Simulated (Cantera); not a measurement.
## Ignition delay

Mixture: CH4 : H2 : O2 : N2 = 1 : 0.12 : 1.21 : 4.56 (molar parts), at 101000 Pa, adiabatic and at constant volume. Ignition delay is the time to a rise of 400 K.

Cantera simulation using GRI-Mech 3.0 (53 species, 325 reactions); the numbers are that mechanism's predictions, not measurements.

```json
[
 {"T0 (K)": "1075", "delay (ms)": "70.9"},
 {"T0 (K)": "1125", "delay (ms)": "40.9"},
 {"T0 (K)": "1175", "delay (ms)": "23.4"},
 {"T0 (K)": "1225", "delay (ms)": "13.3"},
 {"T0 (K)": "1275", "delay (ms)": "7.64"},
 {"T0 (K)": "1325", "delay (ms)": "4.43"},
 {"T0 (K)": "1375", "delay (ms)": "2.62"}
]
```

```yaml
apparent activation energy between 1275 and 1375 K: 160 kJ/mol
```
